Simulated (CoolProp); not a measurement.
Vapour-liquid equilibrium of R22 (1) + ethanol (2) at 43.25 °C; x and y are mole fractions of (1).

Computed with CoolProp (multi-fluid Helmholtz-energy mixture model, Kamei 1995 and Schroeder 2014; pair parameters Bell 2016).

```tsv
x	bubble pressure, mixture model (kPa)	bubble pressure, Raoult's law (kPa)	y, mixture model	y, Raoult's law
0.05	143.8	103.0	0.855	0.805
0.15	400.5	266.8	0.950	0.933
0.25	644.8	430.5	[?]	0.963
0.35	852.8	594.3	0.978	0.977
0.45	[?]	758.0	[?]	0.985
0.55	1135	921.8	0.985	0.990
0.65	1229	1086	0.987	0.993
0.75	[?]	1249	[?]	0.996
0.85	1419	1413	[?]	0.998
0.95	1562	1577	0.996	0.999
```

### Question
Complete the blanks.

### Answer

- 0.25, y, mixture model: 0.970
- 0.45, bubble pressure, mixture model (kPa): 1015
- 0.45, y, mixture model: 0.982
- 0.75, bubble pressure, mixture model (kPa): 1316
- 0.75, y, mixture model: 0.989
- 0.85, y, mixture model: 0.992

The largest gap from Raoult's law is +50.1 % in bubble pressure, at x = 0.15. No azeotrope shows between x = 0.05 and 0.95.

Pair parameters are fitted to limited data, so mixtures are less certain than the pure fluids. The gap from Raoult's law changes sign with composition, which may be real or a fault of the pair parameters; it wasn't checked against measurements. With so large a gap from Raoult's law the liquid may split in two, which this calculation doesn't test in full.
